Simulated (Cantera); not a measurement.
An isothermal, constant-pressure homogeneous reactor starts with H2 : O2 = 0.013 : 1 (molar parts), equivalence ratio 0.0065, at 1450 K and 0.00180 bar.

Model: GRI-Mech 3.0 (53 species, 325 reactions), integrated in Cantera. Radical loss at walls, strong at low pressure, is not modelled.

x: mole fraction; the columns are a selection and need not sum to one.

| t (s) | x H2 | x O2 | x OH | x O | x HO2 |
|---|---|---|---|---|---|
| 4.00e-5 | 0.0128 | 0.987 | 4.48e-10 | 4.49e-10 | 3.12e-9 |
| 0.000163 | 0.0128 | 0.987 | ___ | ___ | ___ |
| 0.000663 | 0.0128 | 0.987 | 4.49e-8 | 4.67e-8 | 5.17e-8 |
| 0.00270 | 0.0128 | 0.987 | 4.06e-7 | 4.51e-7 | 2.10e-7 |
| 0.0110 | 0.0127 | 0.987 | 6.64e-5 | 7.62e-5 | 7.75e-7 |
| 0.0447 | 6.49e-5 | 0.975 | 0.00188 | 0.0112 | 6.09e-8 |
| 0.182 | 6.26e-5 | 0.975 | 0.00187 | 0.0111 | 6.05e-8 |
| 0.741 | 6.11e-5 | 0.975 | 0.00185 | 0.0108 | 5.98e-8 |
| 3.02 | ___ | 0.976 | 0.00176 | ___ | 5.71e-8 |
| 12.3 | 3.94e-5 | 0.979 | 0.00149 | 0.00682 | 4.82e-8 |
| 50.0 | 1.43e-5 | 0.984 | 0.000897 | 0.00240 | 2.93e-8 |

Q: Some entries are withheld; supply them.

A: 
- 0.000163, x OH: 5.54e-9
- 0.000163, x O: 5.60e-9
- 0.000163, x HO2: 1.27e-8
- 3.02, x H2: 5.57e-5
- 3.02, x O: 0.00981
